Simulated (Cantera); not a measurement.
An isothermal, constant-pressure homogeneous reactor starts with NO : N2 = 1 : 1.1 (molar parts), at 1550 K and 47000 Pa.

Cantera simulation using GRI-Mech 3.0 (53 species, 325 reactions); the numbers are that mechanism's predictions, not measurements.

**Question.** Predict: x(NO) at 30.0 s; x(N2) at 30.0 s; x(NO2) at 30.0 s; x(O2) at 30.0 s; x(N2O) at 30.0 s.

**Answer.** 
```
Item                                                 Value
----------------  ----------------------------------------
x(NO) at 30.0 s      0.385 (gas-phase equilibrium 0.00163)
x(N2) at 30.0 s        0.569 (gas-phase equilibrium 0.761)
x(NO2) at 30.0 s  0.000570 (gas-phase equilibrium 5.46e-6)
x(O2) at 30.0 s       0.0449 (gas-phase equilibrium 0.237)
x(N2O) at 30.0 s   5.00e-5 (gas-phase equilibrium 6.63e-8)
```
